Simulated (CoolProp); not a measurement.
A single-stage vapour-compression cycle with n-perfluoropentane: evaporating at 252.15 K (dew point), condensing at 312.15 K (bubble point), superheat 0 K, subcooling 5 K, compressor efficiency 0.9, no pressure losses. Each further row changes one setting.

The numbers come from the reference Helmholtz-energy equation of state, Gao 2022 in CoolProp.

| case | cooling COP | pressure ratio | discharge temperature (K) | refrigerating effect (kJ/kg) | volumetric capacity (kJ/m³) |
|---|---|---|---|---|---|
| as stated | … | 14.2 | 312.1 | 48.4 | 67.7 |
| evaporating temperature 257.15 K | 2.83 | … | 312.1 | … | 94.6 |
| condensing temperature 307.15 K | … | 11.9 | 307.1 | 53.7 | 75.2 |
| subcooling 10 K | 2.65 | 14.2 | 312.1 | 53.7 | 75.2 |
| superheat 10 K | 2.53 | 14.2 | 312.1 | 55.8 | … |
| compressor efficiency 0.8 | … | 14.2 | 312.1 | 48.4 | 67.7 |

Q: What belongs in the gaps?

A: 
- as stated, cooling COP: 2.39
- evaporating temperature 257.15 K, pressure ratio: 10.7
- evaporating temperature 257.15 K, refrigerating effect (kJ/kg): 52.0
- condensing temperature 307.15 K, cooling COP: 2.81
- superheat 10 K, volumetric capacity (kJ/m³): 75.0
- compressor efficiency 0.8, cooling COP: 2.12

The compression ends wet for: as stated; evaporating temperature 257.15 K; condensing temperature 307.15 K; subcooling 10 K; superheat 10 K; compressor efficiency 0.8.
